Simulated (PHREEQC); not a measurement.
Metal-bearing waste water: speciation

Dissolve 0.26 mol FeCl3, 0.00026 mol CaCl2, 0.0023 mol H2SO4 and 0.00013 mol Na2SO4 per kg of water at 25 °C. Closed to the air; pH follows from the charge balance.

Equilibrium calculation in PHREEQC: ion-association model, phreeqc.dat.

The pH is 1.85, the ionic strength is 0.803 mol/kgw and the activity of water is 0.987. The total alkalinity is -525 meq/kg.

```
species     molality  activity   log γ
----------  --------  --------  ------
Cl-            0.514     0.319  -0.207
FeCl+2         0.147    0.0268  -0.740
FeCl2+        0.0584    0.0381  -0.185
Fe+3          0.0373   0.00278  -1.127
H+            0.0189    0.0141  -0.125
FeOH+2       0.00688   0.00125  -0.740
Fe2(OH)2+4   0.00329   4.23e-5  -1.891
FeSO4+       0.00196   0.00128  -0.185
FeCl3        0.00101   0.00121   0.080
Na+         0.000260  0.000188  -0.142
Ca+2        0.000260   6.41e-5  -0.607
SO4-2       0.000248   4.20e-5  -0.772
Fe3(OH)4+5  0.000231   2.56e-7  -2.955
FeHSO4+2    0.000144   4.84e-5  -0.473
HSO4-        7.57e-5   5.76e-5  -0.118
Fe(OH)2+     4.35e-5   2.90e-5  -0.176
```

Precipitation was switched off in this run. Saturation is exceeded, for instance for Hematite (slow to form), Goethite (slow to form); the values hold only as long as no solid forms. Caution: at this ionic strength the ion-association model is outside its range; a Pitzer model would be the better tool where its parameters exist. Species that the database lacks are ignored.
